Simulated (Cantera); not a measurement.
A closed system holds: 1 mol Si, 7.9 mol F2, 0.2 mol N2, held at 1450 K and 0.0760 bar.

Method: chemical equilibrium by Gibbs-energy minimisation in Cantera with the NASA 1993 tables (ideal gas, pure condensed phases). Candidate condensed phases: Si, Si3N4; 16 gas species. Equilibrium is a limit: real reactors are often held back by kinetics, nucleation or transport.

**Question.** What is the equilibrium state?

**Answer.** 
```
Item                                  Value
--------------------------------  ---------
x(F)                                  0.894
x(SiF4)                              0.0779
x(N2)                                0.0156
x(F2)                                0.0130
gas amount                        12.83 mol
log10 activity of Si(s) (absent)     -46.88
```
